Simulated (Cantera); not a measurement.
A freely propagating, adiabatic, planar premixed flame of H2 : O2 : N2 = 1 : 0.893 : 3.36 (molar parts), unburnt at 550 K and 1.00 bar; mixture-averaged transport, grid criteria slope 0.08 and curve 0.16, no radiation.

Computed with Cantera and the H2/O2 subset of GRI-Mech 3.0, which has no nitrogen chemistry. Burning velocities carry a grid error of a few per cent, more on coarse grids. Lean hydrogen flames are cellular in practice and burn faster than this planar one.

Task: What does this change do: 0.15 parts H2O added?

Result: 
| quantity | before | after |
|---|---|---|
| laminar burning velocity | 302 cm/s | 268 cm/s |
| thermal thickness | 0.410 mm | 0.400 mm |
| peak x(H) | 0.0154 | 0.0125 |
| peak x(OH) | 0.00972 | 0.00897 |
| peak x(O) | 0.00965 | 0.00783 |
